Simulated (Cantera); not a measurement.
Input: 1 mol SiC, 0.002 mol O₂, 8.5 mol N₂, equilibrated at 15.0 Torr.

Equilibrium computed with Cantera from the NASA thermochemical tables; the gas is ideal and each condensed phase is pure. Candidate condensed phases: C, Si, SiC, SiO₂, Si₂N₂O, Si₃N₄; 34 gas species. N₂ is the only nitrogen source here; it is nearly inert below about 1500 K, so the nitride shown seldom forms there in practice. Mutual solubility and eutectic melting of coexisting phases are not modelled. Rates play no part.

log p: log10 of the partial pressure in bar; n: condensed amount in mol.

| T (°C) | log p N₂ | log p CO | log p SiO | log p Si | log p SiN | log p Si₂N | n C(graphite) | n Si₂N₂O(s) | n Si₃N₄(s) | n SiC(s) |
|---|---|---|---|---|---|---|---|---|---|---|
| 952 | -1.70 | -7.18 | -11.47 | <-13 | <-13 | <-13 | 1.000 | 0.00397 | 0.331 | 0 |
| 1002 | -1.70 | -6.63 | -10.50 | <-13 | <-13 | <-13 | 1.000 | 0.00391 | 0.331 | 0 |
| 1052 | -1.70 | -6.12 | -9.60 | -12.91 | -13.28 | <-13 | 1.000 | 0.00371 | 0.331 | 0 |
| 1102 | -1.70 | -5.65 | -8.77 | -11.92 | -12.40 | <-13 | 0.999 | 0.00313 | 0.331 | 0 |
| 1152 | -1.70 | -5.20 | -7.97 | -11.02 | -11.62 | <-13 | 0 | 0.00133 | 0 | 0.997 |
| 1202 | -1.70 | -5.10 | -7.28 | -10.14 | -10.83 | (withheld) | 0 | 0.000568 | 0.000750 | 0.997 |
| 1252 | -1.70 | -5.04 | -6.73 | -9.33 | -10.12 | (withheld) | 0 | 0 | 0.00128 | 0.996 |
| 1302 | -1.70 | -5.05 | -6.28 | -8.58 | -9.46 | (withheld) | 0 | 0 | 0.00119 | 0.996 |
| 1352 | -1.70 | -5.09 | -5.89 | -7.88 | -8.84 | (withheld) | 0 | 0 | 0.000968 | 0.997 |
| 1402 | -1.70 | -5.17 | -5.57 | -7.22 | -8.25 | (withheld) | 0 | 0 | 0.000564 | 0.997 |
| 1452 | -1.70 | -5.31 | -5.34 | -6.60 | -7.71 | (withheld) | 0 | 0 | 0 | 0.998 |

Problem. Complete the blanks.

Solution. 
- 1202, log p Si₂N: -12.56
- 1252, log p Si₂N: -11.54
- 1302, log p Si₂N: -10.59
- 1352, log p Si₂N: -9.69
- 1402, log p Si₂N: -8.86
- 1452, log p Si₂N: -8.07
